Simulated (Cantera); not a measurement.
A perfectly stirred reactor is fed with CH₄ : O₂ : N₂ = 1 : 2.78 : 10.4 (molar parts), equivalence ratio 0.72, at 420000 Pa; it is adiabatic with a 725 K inlet, and is followed from long to short residence time, starting on the burning branch (τ in s: 0.19, 0.078, 0.032, 0.013, 0.0052, 0.0021, 0.00086, 0.00035, 0.00014, 5.8e-05).

Cantera simulation using GRI-Mech 3.0 (53 species, 325 reactions); the numbers are that mechanism's predictions, not measurements.

Q: What does this change do: pressure from 420000 Pa to 101000 Pa?

A: 
```csv
quantity,before,after
"blow-out, bracketed by the residence times tried","burning at 58.0 µs, the shortest tried","burning at 58.0 µs, the shortest tried"
x(CH₄) at τ = 0.190 s,5.21e-7,1.38e-6
x(O₂) at τ = 0.190 s,0.0531,0.0537
x(NO₂) at τ = 0.190 s,4.32e-6,1.38e-6
x(N₂O) at τ = 0.190 s,6.68e-7,3.26e-7
x(C₂H₂) at τ = 0.190 s,4.59e-12,1.82e-11
x(CH₄) at τ = 2.10 ms,3.02e-5,4.98e-5
x(O₂) at τ = 2.10 ms,0.0551,0.0568
x(NO₂) at τ = 2.10 ms,2.89e-7,5.02e-8
x(N₂O) at τ = 2.10 ms,9.81e-7,3.45e-7
x(C₂H₂) at τ = 2.10 ms,8.10e-9,4.35e-9
```

Q: What does this change do: pressure from 420000 Pa to 1900000 Pa?

A: 
```json
[
 {"quantity": "blow-out, bracketed by the residence times tried", "before": "burning at 58.0 µs, the shortest tried", "after": "burning at 58.0 µs, the shortest tried"},
 {"quantity": "x(CH₄) at τ = 0.190 s", "before": "5.21e-7", "after": "1.83e-7"},
 {"quantity": "x(O₂) at τ = 0.190 s", "before": "0.0531", "after": "0.0525"},
 {"quantity": "x(NO₂) at τ = 0.190 s", "before": "4.32e-6", "after": "1.22e-5"},
 {"quantity": "x(N₂O) at τ = 0.190 s", "before": "6.68e-7", "after": "1.41e-6"},
 {"quantity": "x(C₂H₂) at τ = 0.190 s", "before": "4.59e-12", "after": "<1e-12"},
 {"quantity": "x(CH₄) at τ = 2.10 ms", "before": "3.02e-5", "after": "1.43e-5"},
 {"quantity": "x(O₂) at τ = 2.10 ms", "before": "0.0551", "after": "0.0547"},
 {"quantity": "x(NO₂) at τ = 2.10 ms", "before": "2.89e-7", "after": "8.03e-7"},
 {"quantity": "x(N₂O) at τ = 2.10 ms", "before": "9.81e-7", "after": "1.61e-6"},
 {"quantity": "x(C₂H₂) at τ = 2.10 ms", "before": "8.10e-9", "after": "4.75e-9"}
]
```
The pressure lies above the range GRI-Mech 3.0 was tuned for (to about 10 atm).
